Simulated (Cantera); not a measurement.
An adiabatic, constant-pressure homogeneous reactor starts with 7.87 % CH₄, 3.54 % CO, 8.34 % O₂, 80.3 % N₂, equivalence ratio 2.1, at 1525 K and 5.43 atm.

Model: GRI-Mech 3.0 (53 species, 325 reactions), integrated in Cantera.

x: mole fraction; the columns are a selection and need not sum to one.

```csv
t (s),T (K),x CH₄,x CO,x O₂,x NO₂,x OH,x HO₂
2.00e-6,1525,0.0787,0.0354,0.0834,<1e-12,1.18e-8,3.57e-7
7.02e-6,1525,0.0787,0.0354,0.0834,<1e-12,2.36e-8,9.07e-7
2.46e-5,1525,0.0786,0.0354,0.0834,<1e-12,…,…
8.65e-5,1525,0.0785,0.0354,0.0833,<1e-12,1.37e-7,1.88e-6
0.000304,1530,0.0772,0.0354,0.0826,<1e-12,3.59e-7,5.69e-6
0.00107,2157,…,…,…,1.92e-11,…,…
0.00374,2143,0.000278,0.0897,8.22e-8,7.20e-11,5.31e-5,9.62e-11
0.0131,2141,7.13e-8,0.0911,7.92e-8,9.93e-11,5.16e-5,9.18e-11
0.0461,2141,3.95e-10,0.0911,7.97e-8,4.04e-11,5.18e-5,9.23e-11
0.162,2141,3.76e-10,0.0911,7.98e-8,1.66e-11,5.18e-5,9.24e-11
0.568,2141,3.75e-10,0.0911,7.98e-8,1.33e-11,5.18e-5,9.25e-11
1.99,2141,3.75e-10,0.0911,7.98e-8,1.32e-11,5.18e-5,9.25e-11
7.00,2141,3.75e-10,0.0911,7.98e-8,1.32e-11,5.18e-5,9.25e-11
```

Question: Complete the blanks.

Answer: 
- 2.46e-5, x OH: 5.44e-8
- 2.46e-5, x HO₂: 1.35e-6
- 0.00107, x CH₄: 0.00176
- 0.00107, x CO: 0.0793
- 0.00107, x O₂: 1.21e-5
- 0.00107, x OH: 7.73e-5
- 0.00107, x HO₂: 3.50e-9
